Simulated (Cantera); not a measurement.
Input: 1 mol FeS, 1.1 mol SO3, 0.054 mol O2, held at 64.5 Torr.

Equilibrium computed with Cantera from the NASA thermochemical tables; the gas is ideal and each condensed phase is pure. Candidate condensed phases: Fe, FeO, FeS, FeSO4, FeS2, Fe2O3, Fe2(SO4)3, Fe3O4, S; 12 gas species. Metal and sulfide melt together well below either melting point, which pure phases cannot show. Mutual solubility and eutectic melting of coexisting phases are not modelled. The tables' stoichiometric FeO is somewhat more stable than real wüstite, so its field is too wide. FeO, FeS: taken at fixed stoichiometry. Kinetics and transport are ignored.

### Question
At 1275 °C, list the 5 most abundant gas species with their mole fractions, and the condensed phases.

### Answer
SO2 0.721, S2 0.257, SO 0.0130, S2O 0.00822, S 0.000121. Condensed: FeO(s) + FeS(l).
